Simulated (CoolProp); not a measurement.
A single-stage vapour-compression cycle with the fluid: evaporating at 262.15 K (dew point), condensing at 293.15 K (bubble point), superheat 10 K, subcooling 5 K, compressor efficiency 0.6, no pressure losses. The same conditions are run with several fluids, on thermodynamics alone (safety and materials aside).

Model: reference Helmholtz-energy equation of state of each fluid (R236EA: Rui 2013; R1224YDZ: Akasaka 2023; R152A: Outcalt 1996; ethane: Bücker 2006; R227EA: Lemmon 2016; R507A: Lemmon 2003), in CoolProp. Blends and air are pseudo-pure fits.

```
fluid     cooling COP  pressure ratio  discharge temperature (K)  refrigerating effect (kJ/kg)  volumetric capacity (kJ/m³)
--------  -----------  --------------  -------------------------  ----------------------------  ---------------------------
R236EA              ?            3.62                      312.8                           150                          490
R1224YDZ         4.70               ?                          ?                           160                          355
R152A               ?            2.94                      335.8                             ?                         1530
ethane           3.67            2.08                      327.7                           272                         8350
R227EA           4.54               ?                          ?                           108                         1080
R507A            4.40            2.58                      318.4                           144                         3060
```

Problem. Fill in the missing entries.

Solution. 
- R236EA, cooling COP: 4.66
- R1224YDZ, pressure ratio: 3.71
- R1224YDZ, discharge temperature (K): 319.2
- R152A, cooling COP: 4.61
- R152A, refrigerating effect (kJ/kg): 284
- R227EA, pressure ratio: 3.07
- R227EA, discharge temperature (K): 306.6
